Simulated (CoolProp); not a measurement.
Values from CoolProp's reference Helmholtz-energy equation of state, Schmidt 1985.

Give the vapour pressure (MPa), liquid cp (kJ/(kg K)), surface tension (mN/m), liquid viscosity (µPa s) of saturated oxygen at -196.25, -176.35 °C.


```
T (°C)   p (MPa)  liquid cp (kJ/(kg K))  surface tension (mN/m)  liquid viscosity (µPa s)
-------  -------  ---------------------  ----------------------  ------------------------
-196.25   0.0194                   1.68                    16.5                       289
-176.35    0.192                   1.72                    11.5                       165
```

Viscosity comes from a separate model (Lemmon 2004). Surface tension comes from a separate correlation (Mulero 2012).
